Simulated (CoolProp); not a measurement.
Model: reference Helmholtz-energy equation of state, Lemmon 2006, in CoolProp. It is a short technical equation, of lower accuracy than the large ones.

Q: For carbon monoxide, give the phase and the Z, cp (kJ/(kg K)), cv (kJ/(kg K)), isothermal compressibility (1/MPa) at 160.7 K and 5830 kPa; 254.4 K and 5830 kPa.

A: 
- 160.7 K and 5830 kPa: supercritical; Z 0.652, cp 2.46, cv 0.867, isothermal compressibility 0.260
- 254.4 K and 5830 kPa: supercritical; Z 0.959, cp 1.21, cv 0.764, isothermal compressibility 0.176
